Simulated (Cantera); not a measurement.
Input (Python, Cantera) and output of one run.

```python
import numpy as np
import cantera as ct

gas_names = """
    NbO2 N NO
""".split()
cond_names = """
    Nb(cr) Nb(L)
""".split()


# ... load() reads the species with a 1 bar reference pressure and builds the phases ...
species = {s.name: s for s in load("nasa_gas.yaml", gas_names) + load("nasa_condensed.yaml", cond_names)}
# Each term lists the table entries of one substance; the one whose range holds T is used.
reactions = {
    'NbO2(g) + 2 N(g) = Nb + 2 NO(g)':
        [(-1, ['NbO2']), (-2, ['N']), (1, ['Nb(cr)', 'Nb(L)']), (2, ['NO'])],
}


def pick(names, T):
    return next(species[n] for n in names if species[n].thermo.min_temp <= T <= species[n].thermo.max_temp)


results = []
for label, terms in reactions.items():
    print(label)
    print("     T/K   dH/kJ  dS/(J/K)   dG/kJ   log10 K")
    for T in [900, 950, 1000, 1050, 1100, 1150, 1200, 1250, 1300, 1350]:
        used = [(nu, pick(names, T)) for nu, names in terms]
        dH = sum(nu * s.thermo.h(T) for nu, s in used) / 1e6
        dS = sum(nu * s.thermo.s(T) for nu, s in used) / 1e3
        dG = dH - T * dS / 1e3
        logK = -dG * 1e6 / (ct.gas_constant * T * np.log(10))
        results.append((label, T, dH, dS, dG, logK, [s.name for _, s in used]))
        print(f"{T:8g} {dH:8.1f} {dS:8.1f} {dG:8.1f} {logK:8.2f}")
```

Output:

```
NbO2(g) + 2 N(g) = Nb + 2 NO(g)
     T/K   dH/kJ  dS/(J/K)   dG/kJ   log10 K
     900   -565.2   -125.8   -452.0    26.23
     950   -565.3   -125.9   -445.7    24.50
    1000   -565.3   -126.0   -439.4    22.95
    1050   -565.4   -126.0   -433.1    21.54
    1100   -565.4   -126.1   -426.8    20.27
    1150   -565.5   -126.1   -420.5    19.10
    1200   -565.5   -126.1   -414.2    18.03
    1250   -565.4   -126.0   -407.9    17.04
    1300   -565.4   -126.0   -401.6    16.13
    1350   -565.3   -126.0   -395.3    15.29
```

Cantera with NASA thermochemical tables; ideal gases at 1 bar, condensed phases pure. Condensed species are held in their standard states even where they would react or evaporate.
